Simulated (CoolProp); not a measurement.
A Linde-Hampson liquefier for methane: isothermal reversible compression at 290 K from 1 atm to 40 MPa, throttling to 1 atm, return gas leaving the recuperator 0 K below the feed. Each further row changes one setting.

Model: reference Helmholtz-energy equation of state, Setzmann 1991, in CoolProp.

| case | liquid yield per pass | compression work (kJ/kg of gas) |
|---|---|---|
| as stated | … | 840 |
| high pressure 80 MPa | … | … |
| warm-end temperature 320 K | … | … |
| warm-end gap 5 K | 0.258 | 840 |

Q: Complete the blanks.

A: 
- as stated, liquid yield per pass: 0.267
- high pressure 80 MPa, liquid yield per pass: 0.239
- high pressure 80 MPa, compression work (kJ/kg of gas): 976
- warm-end temperature 320 K, liquid yield per pass: 0.215
- warm-end temperature 320 K, compression work (kJ/kg of gas): 950
